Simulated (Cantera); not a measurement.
Cantera run:

```python
import numpy as np
import cantera as ct

gas_names = """
    B BCL BCL2 BCL3 BO BOCL BO2 B2 B2O B2O2 B2O3 B3O3CL3 CL CLO CL2 O O2 O3
""".split()
cond_names = """
    B(b) B(L) B2O3(L)
""".split()


# ... load() reads the species with a 1 bar reference pressure and builds the phases ...
atoms = {
    'B2O3': {'B': 2, 'O': 3},
    'BCl3': {'B': 1, 'CL': 3},
}
top_T = {}  # K; cautious upper limits of use, not melting points


# ... equilibrate(T, P, feed) seeds the gas with the atoms and calls Mixture.equilibrate('TP', solver="vcs", rtol=1e-11, max_steps=5000) ...
results = []
T = 1448  # K
P = 10000  # Pa
for m in [1, 1.4, 1.9, 2.5, 3.5, 4.7, 6.4]:
    feed = {'B2O3': 1, 'BCl3': m}  # mol
    mix = equilibrate(T, P, feed)
    results.append((T, P, feed, dict(zip(mix.species_names, mix.species_moles))))

top = {s: max(r[3][s] / sum(r[3][g] for g in gas_names) for r in results) for s in gas_names}
cols = sorted((s for s in top if top[s] > 0.001), key=lambda s: -top[s])[:5]
seen = [c for c in cond_names if any(r[3].get(c, 0) > 1e-12 for r in results)]
print("log10 of partial pressures in bar; condensed amounts in mol")
print(f"{'n(BCl3)':>10s}" + "".join(f"{s[:9]:>10s}" for s in cols + seen))
for T, P, feed, n in results:
    ng = sum(n[g] for g in gas_names)
    print(f"{feed['BCl3']:10.4g}" + "".join(f"{np.log10(max(n[s] / ng * P / 1e5, 1e-99)):10.3f}" for s in cols)
          + "".join(f"{n.get(c, 0):10.4g}" for c in seen))
```

Output:

```
log10 of partial pressures in bar; condensed amounts in mol
   n(BCl3)      BCL3   B3O3CL3      BOCL   B2O3(L)
         1    -1.130    -1.601    -3.156     0.746
       1.4    -1.130    -1.601    -3.156    0.6444
       1.9    -1.130    -1.601    -3.156    0.5174
       2.5    -1.130    -1.601    -3.156     0.365
       3.5    -1.130    -1.601    -3.156     0.111
       4.7    -1.106    -1.679    -3.182         0
       6.4    -1.076    -1.814    -3.227         0
```

Equilibrium computed with Cantera from the NASA thermochemical tables; the gas is ideal and each condensed phase is pure. The tables' values for BOCl, BCl2 are old estimates; treat these amounts as uncertain.
